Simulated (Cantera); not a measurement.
Cantera run, input and output.

```python
import numpy as np
import cantera as ct

gas = ct.Solution("gri30.yaml")
gas.TPX = 1075, 69, {'C2H6': 1, 'N2': 57}
reactor = ct.IdealGasConstPressureReactor(gas, energy="off", clone=False)
net = ct.ReactorNet([reactor])
net.rtol, net.atol = 1e-08, 1e-18
show = ['C2H6', 'CH3', 'CH4', 'C2H4', 'H2', 'CH2']
times = np.geomspace(4e-06, 10, 14)

steps = ct.SolutionArray(gas, extra=["t"])
rows = []
print(f"{'t/s':>10s}{'T/K':>9s}{'P/Pa':>11s}" + "".join(f"{s:>11s}" for s in show))
for t in times:
    while net.time < t:
        t_next = net.step()
        steps.append(gas.state, t=t_next)
    rows.append([np.interp(t, steps.t, y) for y in (steps.T, steps.P, *steps(*show).X.T)])
    print(f"{t:10.3e}{rows[-1][0]:9.1f}{rows[-1][1]:11.4g}" + "".join(f"{x:11.3e}" for x in rows[-1][2:]))
rate = np.gradient(steps.T, steps.t)
print("integrator steps:", len(steps.t))
if steps.T.max() > steps.T[0] + 200:
    print(f"time of steepest temperature rise: {steps.t[rate.argmax()]:.4e} s")
gas.TPX = 1075, 69, {'C2H6': 1, 'N2': 57}
gas.equilibrate("TP")
print(f"equilibrium (TP): T = {gas.T:.1f} K  " + "  ".join(f"{s} {gas[s].X[0]:.3e}" for s in show))
```

Output:

```
       t/s      T/K       P/Pa       C2H6        CH3        CH4       C2H4         H2        CH2
 4.000e-06   1075.0         69  1.724e-02  5.518e-11  1.376e-16  1.417e-19  8.001e-19  8.865e-26
 1.242e-05   1075.0         69  1.724e-02  1.714e-10  1.333e-15  1.576e-18  7.744e-18  3.035e-24
 3.858e-05   1075.0         69  1.724e-02  5.322e-10  1.283e-14  2.143e-17  7.438e-17  1.202e-22
 1.198e-04   1075.0         69  1.724e-02  1.653e-09  1.164e-13  3.218e-16  6.730e-16  3.218e-21
 3.721e-04   1075.0         69  1.724e-02  5.132e-09  1.104e-12  6.816e-15  6.394e-15  9.673e-20
 1.156e-03   1075.0         69  1.724e-02  1.593e-08  1.067e-11  1.825e-13  6.956e-14  3.000e-18
 3.589e-03   1075.0         69  1.724e-02  4.941e-08  1.027e-10  5.135e-12  1.466e-12  8.821e-17
 1.115e-02   1075.0         69  1.724e-02  1.528e-07  9.856e-10  1.449e-10  6.784e-11  2.447e-15
 3.461e-02   1075.0         69  1.724e-02  4.681e-07  9.426e-09  4.117e-09  3.039e-09  6.058e-14
 1.075e-01   1075.0         69  1.724e-02  1.394e-06  8.843e-08  1.177e-07  1.062e-07  1.200e-12
 3.339e-01   1075.0         69  1.724e-02  3.831e-06  7.845e-07  3.237e-06  3.124e-06  1.887e-11
 1.037e+00   1075.0         69  1.716e-02  9.989e-06  6.400e-06  6.631e-05  6.466e-05  2.145e-10
 3.220e+00   1075.0         69  1.657e-02  3.013e-05  5.913e-05  6.053e-04  5.824e-04  1.411e-09
 1.000e+01   1075.0         69  1.367e-02  5.121e-05  4.580e-04  3.191e-03  3.069e-03  3.394e-09
integrator steps: 378
equilibrium (TP): T = 1075.0 K  C2H6 2.584e-10  CH3 9.037e-09  CH4 1.618e-04  C2H4 1.404e-05  H2 3.308e-02  CH2 1.033e-14
```

Cantera simulation using GRI-Mech 3.0 (53 species, 325 reactions); the numbers are that mechanism's predictions, not measurements. GRI-Mech 3.0 stops at C3 and has no aromatics, soot or wall deposition, so with more carbon than oxygen in the feed, carbon stays in small species such as C2H2 where larger ones or solid carbon would form. Radical loss at walls, strong at low pressure, is not modelled.
